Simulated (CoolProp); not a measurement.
A closed Brayton cycle with carbon dioxide: compressor inlet 310.15 K and 9.3 MPa, high pressure 32.5 MPa, turbine inlet 685 K, compressor efficiency 0.8, turbine efficiency 0.85, recuperator effectiveness 0.9 (on enthalpy, no pinch check). Each further row changes one setting.

Values from CoolProp's reference Helmholtz-energy equation of state, Span 1996.

| case | thermal efficiency (%) | net work (kJ/kg) | compressor to turbine work | compressor exit (K) | turbine exit (K) |
|---|---|---|---|---|---|
| as stated | 29.2 | 81.0 | 0.33 | 352.5 | 556.6 |
| turbine inlet 635 K | 26.6 | 69.1 | 0.37 | 352.5 | 511.0 |
| compressor inlet 320.15 K | 25.4 | 61.5 | 0.49 | 405.7 | 556.6 |
| high pressure 27.6 MPa | 28.6 | 74.9 | 0.30 | 345.7 | 573.0 |
| recuperator effectiveness 0.5 | 21.4 | 81.0 | 0.33 | 352.5 | 556.6 |
